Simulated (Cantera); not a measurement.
Cantera run:

```python
import numpy as np
import cantera as ct

gas_names = """
    H H2 H2S Pb PbS Pb2 S SH S2 S8
""".split()
cond_names = """
    Pb(cr) Pb(L) PbS(s) PbS(L) S(cr1) S(cr2) S(L)
""".split()


# ... load() reads the species with a 1 bar reference pressure and builds the phases ...
atoms = {
    'PbS': {'Pb': 1, 'S': 1},
    'H2': {'H': 2},
}
top_T = {}  # K; cautious upper limits of use, not melting points


# ... equilibrate(T, P, feed) seeds the gas with the atoms and calls Mixture.equilibrate('TP', solver="vcs", rtol=1e-11, max_steps=5000) ...
results = []
T = 2148  # K
P = 310000  # Pa
for m in [0.54, 0.72, 0.98, 1.3, 1.8, 2.4, 3.2, 4.3, 5.9, 7.9, 11, 14, 19]:
    feed = {'PbS': 1, 'H2': m}  # mol
    mix = equilibrate(T, P, feed)
    results.append((T, P, feed, dict(zip(mix.species_names, mix.species_moles))))
    x = sorted(zip(gas.X, gas.species_names), reverse=True)
    print(f"T = {T:g} K  P = {P:g} Pa  n(H2) = {m:g} mol  gas = {mix.phase_moles(0):.4g} mol")
    print("   x: " + "  ".join(f"{s} {v:.3e}" for v, s in x if v > 1e-05))
    print("   condensed (mol): " + ("  ".join(f"{mix.phase(i).name} {mix.phase_moles(i):.4g}"
          for i in range(1, mix.n_phases) if mix.phase_moles(i) > 1e-12) or "none"))
```

Result:

```
T = 2148 K  P = 310000 Pa  n(H2) = 0.54 mol  gas = 1.618 mol
   x: PbS 4.822e-01  H2 2.863e-01  Pb 1.356e-01  H2S 4.163e-02  S2 4.144e-02  SH 1.057e-02  H 1.266e-03  S 9.071e-04  Pb2 2.115e-04
   condensed (mol): none
T = 2148 K  P = 310000 Pa  n(H2) = 0.72 mol  gas = 1.796 mol
   x: PbS 4.269e-01  H2 3.478e-01  Pb 1.294e-01  H2S 4.691e-02  S2 3.563e-02  SH 1.080e-02  H 1.396e-03  S 8.412e-04  Pb2 1.928e-04
   condensed (mol): none
T = 2148 K  P = 310000 Pa  n(H2) = 0.98 mol  gas = 2.054 mol
   x: H2 4.194e-01  PbS 3.648e-01  Pb 1.216e-01  H2S 5.145e-02  S2 2.948e-02  SH 1.079e-02  H 1.533e-03  S 7.651e-04  Pb2 1.702e-04
   condensed (mol): none
T = 2148 K  P = 310000 Pa  n(H2) = 1.3 mol  gas = 2.373 mol
   x: H2 4.876e-01  PbS 3.078e-01  Pb 1.134e-01  H2S 5.413e-02  S2 2.415e-02  SH 1.053e-02  H 1.653e-03  S 6.925e-04  Pb2 1.478e-04
   condensed (mol): none
T = 2148 K  P = 310000 Pa  n(H2) = 1.8 mol  gas = 2.872 mol
   x: H2 5.657e-01  PbS 2.452e-01  Pb 1.028e-01  H2S 5.518e-02  S2 1.864e-02  SH 9.965e-03  H 1.780e-03  S 6.084e-04  Pb2 1.216e-04
   condensed (mol): none
T = 2148 K  P = 310000 Pa  n(H2) = 2.4 mol  gas = 3.471 mol
   x: H2 6.316e-01  PbS 1.951e-01  Pb 9.282e-02  H2S 5.427e-02  S2 1.447e-02  SH 9.276e-03  H 1.881e-03  S 5.360e-04  Pb2 9.914e-05
   condensed (mol): none
T = 2148 K  P = 310000 Pa  n(H2) = 3.2 mol  gas = 4.271 mol
   x: H2 6.922e-01  PbS 1.514e-01  Pb 8.262e-02  H2S 5.185e-02  S2 1.099e-02  SH 8.466e-03  H 1.969e-03  S 4.673e-04  Pb2 7.855e-05
   condensed (mol): none
T = 2148 K  P = 310000 Pa  n(H2) = 4.3 mol  gas = 5.371 mol
   x: H2 7.476e-01  PbS 1.138e-01  Pb 7.225e-02  H2S 4.815e-02  S2 8.127e-03  SH 7.564e-03  H 2.047e-03  S 4.017e-04  Pb2 6.007e-05
   condensed (mol): none
T = 2148 K  P = 310000 Pa  n(H2) = 5.9 mol  gas = 6.973 mol
   x: H2 7.985e-01  PbS 8.170e-02  Pb 6.163e-02  H2S 4.329e-02  SH 6.580e-03  S2 5.757e-03  H 2.115e-03  S 3.381e-04  Pb2 4.371e-05
   condensed (mol): none
T = 2148 K  P = 310000 Pa  n(H2) = 7.9 mol  gas = 8.974 mol
   x: H2 8.380e-01  PbS 5.884e-02  Pb 5.252e-02  H2S 3.838e-02  SH 5.696e-03  S2 4.111e-03  H 2.167e-03  S 2.857e-04  Pb2 3.174e-05
   condensed (mol): none
T = 2148 K  P = 310000 Pa  n(H2) = 11 mol  gas = 12.08 mol
   x: H2 8.745e-01  Pb 4.319e-02  PbS 3.956e-02  H2S 3.275e-02  SH 4.757e-03  S2 2.748e-03  H 2.214e-03  S 2.336e-04  Pb2 2.147e-05
   condensed (mol): none
T = 2148 K  P = 310000 Pa  n(H2) = 14 mol  gas = 15.08 mol
   x: H2 8.963e-01  Pb 3.712e-02  PbS 2.915e-02  H2S 2.878e-02  SH 4.130e-03  H 2.241e-03  S2 2.020e-03  S 2.003e-04  Pb2 1.586e-05
   condensed (mol): none
T = 2148 K  P = 310000 Pa  n(H2) = 19 mol  gas = 20.09 mol
   x: H2 9.190e-01  Pb 3.033e-02  H2S 2.408e-02  PbS 1.944e-02  SH 3.412e-03  H 2.269e-03  S2 1.345e-03  S 1.634e-04  Pb2 1.058e-05
   condensed (mol): none
```

Cantera equilibrium calculation (NASA polynomials, part measured and part estimated; ideal gas, pure solids and liquids).
